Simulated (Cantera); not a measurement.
## Gas-phase reforming

An isothermal, constant-pressure homogeneous reactor starts with 62.0 % CH4, 34.1 % H2O, 3.85 % H2, at 1950 K and 750 Torr.

Cantera simulation using GRI-Mech 3.0 (53 species, 325 reactions); the numbers are that mechanism's predictions, not measurements. GRI-Mech 3.0 stops at C3 and has no aromatics, soot or wall deposition, so with more carbon than oxygen in the feed, carbon stays in small species such as C2H2 where larger ones or solid carbon would form.

| t (s) | x CH4 | x H2O | x H2 | x OH | x CO | x CH2O | x CO2 |
|---|---|---|---|---|---|---|---|
| 0.000900 | 0.0831 | 0.217 | 0.528 | 2.82e-5 | 0.00869 | 8.02e-6 | 0.000283 |
| 0.00380 | 0.0281 | 0.177 | 0.601 | 2.42e-5 | 0.0300 | 2.39e-6 | 0.00164 |
| 0.0160 | 0.0170 | 0.106 | 0.662 | 1.40e-5 | 0.0836 | 8.00e-7 | 0.00302 |
| 0.0675 | 0.00893 | 0.0307 | 0.725 | 3.79e-6 | 0.148 | 1.44e-7 | 0.00143 |
| 0.285 | 0.00386 | 0.00105 | 0.750 | 1.27e-7 | 0.174 | 5.46e-8 | 5.60e-5 |
| 1.20 | 0.00354 | 1.43e-6 | 0.751 | 1.73e-10 | 0.175 | 5.36e-8 | 7.57e-8 |
| 5.06 | 0.00354 | 1.43e-6 | 0.751 | 1.73e-10 | 0.175 | 5.36e-8 | 7.56e-8 |
| 21.3 | 0.00354 | 1.43e-6 | 0.751 | 1.73e-10 | 0.175 | 5.36e-8 | 7.56e-8 |
| 90.0 | 0.00354 | 1.43e-6 | 0.751 | 1.73e-10 | 0.175 | 5.36e-8 | 7.56e-8 |
x: mole fraction; the columns are a selection and need not sum to one.

Equilibrium at this temperature and pressure: CH4 0.00354, H2O 1.44e-6, H2 0.751, OH 1.73e-10, CO 0.175, CH2O 5.36e-8, CO2 7.59e-8 (gas phase only).
